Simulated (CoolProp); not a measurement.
Computed with CoolProp (reference Helmholtz-energy equation of state, Lemmon 2006). It is a short technical equation, of lower accuracy than the large ones.

Question: For acetone, give the phase and the cp (kJ/(kg K)), expansivity (1/kK) at 330 K and 1.01 bar.

Answer: 
- 330 K and 1.01 bar: gas; cp 1.57, expansivity 3.88
